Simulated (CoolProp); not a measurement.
The fluid at 293.15 K and 0.395 MPa flows at 2.1 m/s in a round tube of 25 mm bore and 45 µm roughness, fully developed (64/Re and Nu = 3.66 if laminar; Colebrook and Gnielinski if turbulent). The same conditions are run with several fluids, on thermodynamics alone (safety and materials aside).

Computed with CoolProp (reference Helmholtz-energy equation of state of each fluid (ammonia: Gao 2020; propane: Lemmon 2009; R13: Platzer 1990; R404A: Lemmon 2003; R143a: Lemmon and Jacobsen 2000)). The equations of Platzer and Polt are older, rougher fits. Blends and air are pseudo-pure fits.

Problem. Rank ammonia, propane, R13, R404A, R143a by Reynolds number, highest first.

Solution. R404A (74000), R143a (70200), R13 (65300), propane (50400), ammonia (15500)

```csv
fluid,Darcy friction factor,pressure drop (Pa/m),heat-transfer coefficient (W/(m² K)),mass flow (kg/h)
ammonia,0.0308,7.85,54.4,10.7
propane,0.0260,17.6,101,28.5
R13,0.0254,39.4,86.0,65.4
R404A,0.0251,37.8,112,63.3
R143a,0.0252,32.7,109,54.5
```

Transport values come from each fluid's own correlations; those of R13, R143a are estimates that may be off by 10 % or more.
